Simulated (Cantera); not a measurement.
## Transport properties of process gases

Gas mixture: N2O = 0.91 (molar parts), at 5.20 bar, frozen composition.

Cantera's kinetic-theory transport with the Lennard-Jones parameters of GRI-Mech 3.0, ideal gas; thermal conductivity in the mixture-averaged form. The composition is frozen, though it would react at the higher temperatures.

| T (K) | ρ (kg/m³) | cp (J/kg/K) | μ (µPa s) | λ (mW/m/K) | Pr | D (cm²/s) C2H2 | D (cm²/s) N2 | D (cm²/s) CH3 |
|---|---|---|---|---|---|---|---|---|
| 400 | 6.88 | 970.3 | 19.5 | 25.5 | 0.741 | 0.0410 | 0.0514 | 0.0570 |
| 550 | 5.00 | 1073 | 25.5 | 37.0 | 0.739 | 0.0734 | 0.0901 | 0.101 |
| 700 | 3.93 | 1150 | 30.8 | 47.9 | 0.739 | 0.113 | 0.137 | 0.154 |
| 850 | 3.24 | 1210 | 35.6 | 58.2 | 0.739 | 0.158 | 0.190 | 0.215 |
| 1000 | 2.75 | 1255 | 40.0 | 68.0 | 0.739 | 0.210 | 0.250 | 0.284 |
| 1150 | 2.39 | 1285 | 44.1 | 77.1 | 0.736 | 0.266 | 0.317 | 0.360 |
| 1300 | 2.12 | 1311 | 48.0 | 85.8 | 0.734 | 0.328 | 0.389 | 0.443 |
| 1450 | 1.90 | 1334 | 51.7 | 94.1 | 0.733 | 0.394 | 0.467 | 0.532 |
| 1600 | 1.72 | 1353 | 55.2 | 102 | 0.732 | 0.465 | 0.550 | 0.627 |
D: mixture-averaged diffusion coefficient of that species in the mixture.
